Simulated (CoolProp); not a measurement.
The numbers come from the reference Helmholtz-energy equation of state, Wagner 2002 in CoolProp.

Task: For water, give the phase and the Z, viscosity (µPa s), Prandtl number at 286.15 °C and 85.8 bar; 286.15 °C and 110 bar.

Result: 
- 286.15 °C and 85.8 bar: liquid; Z 0.0448, viscosity 91.7, Prandtl number 0.855
- 286.15 °C and 110 bar: liquid; Z 0.0571, viscosity 92.5, Prandtl number 0.846

Viscosity comes from a separate model (Huber 2009). Thermal conductivity comes from a separate model (Huber 2012).
